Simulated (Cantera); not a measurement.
A perfectly stirred reactor is fed with NO : N₂ = 1 : 0.14 (molar parts), at 1.68 atm; it is held at 1600 K, and followed from long to short residence time.

Model: GRI-Mech 3.0 (53 species, 325 reactions), integrated in Cantera.

Question: What does this change do: N2 0.14 to 0.032 parts?

Answer: 
| quantity | before | after |
|---|---|---|
| x(NO) at τ = 16.0 s | 0.478 | 0.512 |
| x(N₂O) at τ = 16.0 s | 8.45e-5 | 9.66e-5 |
| x(NO₂) at τ = 16.0 s | 0.00244 | 0.00279 |
| x(O₂) at τ = 16.0 s | 0.197 | 0.226 |
| x(N₂) at τ = 16.0 s | 0.322 | 0.259 |
| x(NO) at τ = 0.180 s | 0.863 | 0.951 |
| x(N₂O) at τ = 0.180 s | 0.000270 | 0.000328 |
| x(NO₂) at τ = 0.180 s | 0.00105 | 0.00125 |
| x(O₂) at τ = 0.180 s | 0.00638 | 0.00778 |
| x(N₂) at τ = 0.180 s | 0.130 | 0.0393 |

Question: What does this change do: pressure from 1.68 atm to 0.868 atm?

Answer: 
| quantity | before | after |
|---|---|---|
| x(NO) at τ = 16.0 s | 0.478 | 0.577 |
| x(N₂O) at τ = 16.0 s | 8.45e-5 | 0.000118 |
| x(NO₂) at τ = 16.0 s | 0.00244 | 0.00184 |
| x(O₂) at τ = 16.0 s | 0.197 | 0.149 |
| x(N₂) at τ = 16.0 s | 0.322 | 0.272 |
| x(NO) at τ = 0.180 s | 0.863 | 0.870 |
| x(N₂O) at τ = 0.180 s | 0.000270 | 0.000255 |
| x(NO₂) at τ = 0.180 s | 0.00105 | 0.000640 |
| x(O₂) at τ = 0.180 s | 0.00638 | 0.00326 |
| x(N₂) at τ = 0.180 s | 0.130 | 0.126 |
